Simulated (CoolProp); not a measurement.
Oxygen along the isotherm 176.5 K: Z from the reference equation and from simpler models built on Tc = 154.6 K, pc = 5046 kPa, ω = 0.022; each cubic takes its own stable root.

Model: reference Helmholtz-energy equation of state, Schmidt 1985, in CoolProp.

| p (kPa) | phase | reference |
|---|---|---|
| 3150 | gas | 0.8476 |
| 6310 | supercritical | 0.6589 |
| 9460 | supercritical | 0.4750 |
| 12600 | supercritical | 0.4627 |
| 15800 | supercritical | 0.5122 |
| 18900 | supercritical | 0.5715 |
| 22100 | supercritical | 0.6356 |
| 25200 | supercritical | 0.6985 |
| 28400 | supercritical | 0.7634 |
| 31500 | supercritical | 0.8257 |
| 34700 | supercritical | 0.8896 |
| 37800 | supercritical | 0.9509 |
| 41000 | supercritical | 1.014 |
| 44200 | supercritical | 1.076 |
| 47300 | supercritical | 1.135 |
| 50500 | supercritical | 1.196 |

Task: How far does each simpler model (van der Waals, Soave-Redlich-Kwong, Peng-Robinson) lie from the reference over these 16 states: mean and median of the absolute difference, and the worst?

Result: 
- van der Waals: mean 19.3 %, median 23.6 %, worst +26.1 % at 176.5 K and 50500 kPa
- Soave-Redlich-Kwong: mean 2.8 %, median 1.6 %, worst +8.8 % at 176.5 K and 12600 kPa
- Peng-Robinson: mean 5.9 %, median 6.8 %, worst -9.9 % at 176.5 K and 50500 kPa
